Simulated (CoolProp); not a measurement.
Vapour-liquid equilibrium of nitrogen (1) + oxygen (2) at 0.0155 MPa; x and y are mole fractions of (1).

Model: multi-fluid Helmholtz-energy mixture model, Span 2000 and Schmidt 1985; pair parameters Gernert 2013, in CoolProp.

```json
[
 {"x": "0.05", "bubble temperature, mixture model (°C)": "-199.3", "bubble temperature, Raoult's law (°C)": "-199.0", "y, mixture model": "0.258", "y, Raoult's law": "0.220"},
 {"x": "0.2", "bubble temperature, mixture model (°C)": "-202.5", "bubble temperature, Raoult's law (°C)": "-201.9", "y, mixture model": "0.626", "y, Raoult's law": "0.596"},
 {"x": "0.35", "bubble temperature, mixture model (°C)": "-204.4", "bubble temperature, Raoult's law (°C)": "-203.9", "y, mixture model": "0.781", "y, Raoult's law": "0.773"},
 {"x": "0.5", "bubble temperature, mixture model (°C)": "-205.7", "bubble temperature, Raoult's law (°C)": "-205.5", "y, mixture model": "0.866", "y, Raoult's law": "0.870"},
 {"x": "0.65", "bubble temperature, mixture model (°C)": "-206.8", "bubble temperature, Raoult's law (°C)": "-206.7", "y, mixture model": "0.922", "y, Raoult's law": "0.929"},
 {"x": "0.8", "bubble temperature, mixture model (°C)": "-207.8", "bubble temperature, Raoult's law (°C)": "-207.7", "y, mixture model": "0.962", "y, Raoult's law": "0.967"},
 {"x": "0.95", "bubble temperature, mixture model (°C)": "-208.6", "bubble temperature, Raoult's law (°C)": "-208.6", "y, mixture model": "0.992", "y, Raoult's law": "0.993"}
]
```

The largest gap from Raoult's law is -0.6 K in bubble temperature, at x = 0.2. No azeotrope shows between x = 0.05 and 0.95.

Pair parameters are fitted to limited data, so mixtures are less certain than the pure fluids.
